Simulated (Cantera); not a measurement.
What does this Cantera script print?

```python
import numpy as np
import cantera as ct

gas_names = """
    SO2
""".split()
cond_names = """
    FeS2(s) S(cr1) S(cr2) S(L) Fe2O3(s)
""".split()


# ... load() reads the species with a 1 bar reference pressure and builds the phases ...
species = {s.name: s for s in load("nasa_gas.yaml", gas_names) + load("nasa_condensed.yaml", cond_names)}
# Each term lists the table entries of one substance; the one whose range holds T is used.
reactions = {
    '4 FeS2 + 3 SO2(g) = 11 S + 2 Fe2O3':
        [(-4, ['FeS2(s)']), (-3, ['SO2']), (11, ['S(cr1)', 'S(cr2)', 'S(L)']), (2, ['Fe2O3(s)'])],
}


def pick(names, T):
    return next(species[n] for n in names if species[n].thermo.min_temp <= T <= species[n].thermo.max_temp)


results = []
for label, terms in reactions.items():
    print(label)
    print("     T/K   dH/kJ  dS/(J/K)   dG/kJ   log10 K")
    for T in [600, 675, 750, 825, 900]:
        used = [(nu, pick(names, T)) for nu, names in terms]
        dH = sum(nu * s.thermo.h(T) for nu, s in used) / 1e6
        dS = sum(nu * s.thermo.s(T) for nu, s in used) / 1e3
        dG = dH - T * dS / 1e3
        logK = -dG * 1e6 / (ct.gas_constant * T * np.log(10))
        results.append((label, T, dH, dS, dG, logK, [s.name for _, s in used]))
        print(f"{T:8g} {dH:8.1f} {dS:8.1f} {dG:8.1f} {logK:8.2f}")
```

Output:

```
4 FeS2 + 3 SO2(g) = 11 S + 2 Fe2O3
     T/K   dH/kJ  dS/(J/K)   dG/kJ   log10 K
     600     13.2   -229.5    150.9   -13.14
     675     28.9   -204.9    167.2   -12.94
     750     42.6   -185.5    181.8   -12.66
     825     56.9   -167.4    195.0   -12.35
     900     72.9   -148.8    206.9   -12.01
```

Standard-state values (1 bar) from the NASA 1993 polynomials, evaluated with Cantera. Condensed species are held in their standard states even where they would react or evaporate.
